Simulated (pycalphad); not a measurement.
## Effect of Si content in Mg-Si

All values are pycalphad results on the COST 507 light-alloy database (1999) (1 atm), not direct measurements. These are 1990s assessments: newer ones move some temperatures and phases. Phase fractions are per mole of atoms.

| alloy | liquidus (K) | first solid | solidus (K) | phases at 530 K |
|---|---|---|---|---|
| Mg-10.5Si (at.%) | 1172 | MG2SI | 912 | hcp 0.69, MG2SI 0.31 |
| Mg-14Si (at.%) | 1222 | MG2SI | 912 | hcp 0.58, MG2SI 0.42 |
| Mg-21Si (at.%) | 1297 | MG2SI | 912 | MG2SI 0.63, hcp 0.37 |
| Mg-28Si (at.%) | 1340 | MG2SI | 912 | MG2SI 0.84, hcp 0.16 |
| Mg-42Si (at.%) | 1324 | MG2SI | 1217 | MG2SI 0.87, diamond (Si) 0.13 |
| Mg-56Si (at.%) | 1257 | diamond (Si) | 1217 | MG2SI 0.66, diamond (Si) 0.34 |

Database names, with the compositions (at.%) that they take in these runs: MG2SI: Mg 67 Si 33.
